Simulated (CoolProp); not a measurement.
Properties of hydrogen chloride at several states (Tc = 324.7 K, pc = 83.14 bar, ω = 0.130).

The numbers come from the reference Helmholtz-energy equation of state, Thol 2018 in CoolProp.

```json
[
 {"T (K)": "501.4", "p (bar)": "20", "phase": "gas", "density (kg/m³)": "17.89", "cv (kJ/(kg K))": "0.5805", "speed of sound (m/s)": "396.7"},
 {"T (K)": "291.9", "p (bar)": "0.494", "phase": "gas", "density (kg/m³)": "0.7445", "cv (kJ/(kg K))": "0.5734", "speed of sound (m/s)": "304.7"},
 {"T (K)": "194.3", "p (bar)": "82.5", "phase": "liquid", "density (kg/m³)": "1181", "cv (kJ/(kg K))": "1.032", "speed of sound (m/s)": "1098"}
]
```
